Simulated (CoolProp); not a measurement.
A single-stage vapour-compression cycle with R404A: evaporating at 216.15 K (dew point), condensing at 271.15 K (bubble point), superheat 2 K, subcooling 5 K, compressor efficiency 0.7, no pressure losses. Each further row changes one setting.

Values from CoolProp's reference Helmholtz-energy equation of state, Lemmon 2003. It is a pseudo-pure fit of the blend.

```csv
case,cooling COP,pressure ratio,discharge temperature (K),refrigerating effect (kJ/kg),volumetric capacity (kJ/m³)
as stated,2.17,10.2,309.1,144,449
evaporating temperature 221.15 K,2.50,7.83,304.4,(withheld),589
condensing temperature 266.15 K,(withheld),8.67,302.4,151,470
subcooling 10 K,2.27,10.2,309.1,151,470
superheat 12 K,2.17,10.2,(withheld),152,(withheld)
compressor efficiency 0.6,1.86,10.2,(withheld),144,449
```

Question: What belongs in the gaps?

Answer: 
- evaporating temperature 221.15 K, refrigerating effect (kJ/kg): 147
- condensing temperature 266.15 K, cooling COP: 2.45
- superheat 12 K, discharge temperature (K): 320.5
- superheat 12 K, volumetric capacity (kJ/m³): 450
- compressor efficiency 0.6, discharge temperature (K): 320.6
